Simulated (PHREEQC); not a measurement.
A solution holds 21 mmol/kgw CuSO4, 20 mmol/kgw HCl and 3.4 mmol/kgw Na2SO4, at 80 °C. Closed to the air; pH follows from the charge balance.

All values are PHREEQC results (ion-association model, phreeqc.dat), not measurements.

```yaml
pH: 2.15
ionic_strength: 0.0668 mol/kgw
density: 0.976 g/cm³
total_alkalinity: -20.0 meq/kg
```

```csv
species,molality,activity,log γ
Cl-,0.0174,0.0135,-0.111
Cu+2,0.0136,0.00558,-0.387
HSO4-,0.0114,0.00889,-0.106
H+,0.00865,0.00715,-0.083
SO4-2,0.00809,0.00312,-0.414
Na+,0.00666,0.00525,-0.103
CuSO4,0.00483,0.00490,0.007
CuCl+,0.00253,0.00197,-0.109
NaSO4-,0.000139,0.000110,-0.100
CuCl2,2.32e-5,2.36e-5,0.007
CuOH+,1.00e-8,7.79e-9,-0.109
Cu2(OH)2+2,7.08e-9,2.67e-9,-0.423
```

This is a speciation only: nothing precipitates in the calculation. Constants without temperature data keep their 25 °C values here.
